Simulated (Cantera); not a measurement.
Feed: 1 mol Si₃N₄, 0.38 mol CO₂, 12 mol N₂, equilibrated at 1425 K and 0.0100 bar.

Equilibrium computed with Cantera from the NASA thermochemical tables; the gas is ideal and each condensed phase is pure. Mutual solubility and eutectic melting of coexisting phases are not modelled. Kinetics and transport are ignored.

```csv
species,before,after
N₂,1.000,0.965
SiO,1.27e-6,0.0306
CO,0.000258,0.00372
Si,1.61e-9,0.000285
Si₂N,<1e-9,1.85e-5
SiN,<1e-9,1.25e-5
"SiC(s), mol",0.377,0.331
"Si₂N₂O(s), mol",0.757,0.313
"Si₃N₄(s), mol",0.370,0.547
```
Gas species are given as mole fractions.

### Question
Which change was made?
(A) temperature from 1425 K to 1798.15 K
(B) pressure from 0.0100 bar to 6.70e-5 bar
(C) temperature from 1425 K to 948.15 K
(D) CO₂ from 0.38 to 4.6 mol

### Answer
A, temperature from 1425 K to 1798.15 K. The tables' values for SiN are old estimates; treat these amounts as uncertain
